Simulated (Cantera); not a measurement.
What does this Cantera script print?

```python
import numpy as np
import cantera as ct

gas_names = """
    N2 NO SO2 K
""".split()
cond_names = """
    K2SO4(a) K2SO4(b) K2SO4(L)
""".split()


# ... load() reads the species with a 1 bar reference pressure and builds the phases ...
species = {s.name: s for s in load("nasa_gas.yaml", gas_names) + load("nasa_condensed.yaml", cond_names)}
# Each term lists the table entries of one substance; the one whose range holds T is used.
reactions = {
    'K2SO4 + N2(g) = 2 NO(g) + SO2(g) + 2 K(g)':
        [(-1, ['K2SO4(a)', 'K2SO4(b)', 'K2SO4(L)']), (-1, ['N2']), (2, ['NO']), (1, ['SO2']), (2, ['K'])],
}


def pick(names, T):
    return next(species[n] for n in names if species[n].thermo.min_temp <= T <= species[n].thermo.max_temp)


results = []
for label, terms in reactions.items():
    print(label)
    print("     T/K   dH/kJ  dS/(J/K)   dG/kJ   log10 K")
    for T in [300, 448, 598, 748, 898, 1048, 1198, 1348, 1498, 1648, 1798, 1948]:
        used = [(nu, pick(names, T)) for nu, names in terms]
        dH = sum(nu * s.thermo.h(T) for nu, s in used) / 1e6
        dS = sum(nu * s.thermo.s(T) for nu, s in used) / 1e3
        dG = dH - T * dS / 1e3
        logK = -dG * 1e6 / (ct.gas_constant * T * np.log(10))
        results.append((label, T, dH, dS, dG, logK, [s.name for _, s in used]))
        print(f"{T:8g} {dH:8.1f} {dS:8.1f} {dG:8.1f} {logK:8.2f}")
```

Result:

```
K2SO4 + N2(g) = 2 NO(g) + SO2(g) + 2 K(g)
     T/K   dH/kJ  dS/(J/K)   dG/kJ   log10 K
     300   1501.4    623.1   1314.5  -228.87
     448   1497.2    611.8   1223.1  -142.60
     598   1490.7    599.5   1132.2   -98.90
     748   1482.1    586.7   1043.2   -72.85
     898   1463.5    564.5    956.6   -55.64
    1048   1454.1    554.8    872.7   -43.49
    1198   1443.2    545.1    790.2   -34.45
    1348   1396.3    509.6    709.3   -27.48
    1498   1386.3    502.6    633.4   -22.09
    1648   1376.4    496.3    558.5   -17.70
    1798   1366.6    490.6    484.5   -14.07
    1948   1357.0    485.5    411.3   -11.03
```

Source: NASA polynomial tables (part measured, part estimated), evaluated in Cantera. Condensed species are held in their standard states even where they would react or evaporate.
